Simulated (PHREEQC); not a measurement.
Make-up at 66 °C: 0.052 mol HF, 0.075 mol K2HPO4 and 0.00029 mol KCl per kg of water. Closed to the air; pH follows from the charge balance.

All values are PHREEQC results (ion-association model, wateq4f.dat), not measurements.

This is a speciation only: nothing precipitates in the calculation.

Problem. Predict the pH, ionic strength.

Solution. pH 6.33; ionic strength 0.170 mol/kgw.

Problem. In which forms is P present?

Solution. H2PO4- 69 %, HPO4-2 28 %, KHPO4- 2.3 % of the P.

H3PO4, which wateq4f.dat lacks, is added to it with the constant of phreeqc.dat. Away from 25 °C the constants follow the database's enthalpies or fits; those with neither stay at their 25 °C values.
